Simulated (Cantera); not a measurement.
Thermodynamics of chlorosilane synthesis and conversion, feed SiCl₄ + Cl₂ + H₂

A closed system holds: 1 mol SiCl₄, 0.8 mol Cl₂, 8.9 mol H₂, at 1 atm.

Method: chemical equilibrium by Gibbs-energy minimisation in Cantera with the NASA 1993 tables (ideal gas, pure condensed phases). Candidate condensed phases: Si; 19 gas species. The tables' values for SiCl₃ are old estimates; treat these amounts as uncertain. Rates play no part.

| T (K) | log p H₂ | log p HCl | log p SiCl₄ | log p SiHCl₃ |
|---|---|---|---|---|
| 648 | -0.12 | -0.82 | -1.02 | -4.43 |
| 698 | -0.12 | -0.82 | -1.02 | -4.02 |
| 748 | -0.12 | -0.82 | -1.02 | -3.68 |
| 798 | -0.12 | -0.82 | -1.03 | -3.38 |
| 848 | -0.12 | -0.82 | -1.03 | -3.12 |
| 898 | -0.12 | -0.82 | -1.03 | -2.89 |
| 948 | -0.12 | -0.81 | -1.03 | -2.68 |
| 998 | -0.12 | -0.81 | -1.04 | -2.50 |
| 1048 | -0.12 | -0.81 | -1.05 | -2.35 |
| 1098 | -0.12 | -0.80 | -1.06 | -2.21 |
| 1148 | -0.12 | -0.79 | -1.07 | -2.09 |
| 1198 | -0.12 | -0.78 | -1.08 | -1.99 |
| 1248 | -0.12 | -0.77 | -1.11 | -1.91 |
log p: log10 of the partial pressure in bar; nothing condenses.

From 648 K to 1248 K nothing is condensed. The main Si-bearing gas is SiCl₄ throughout.
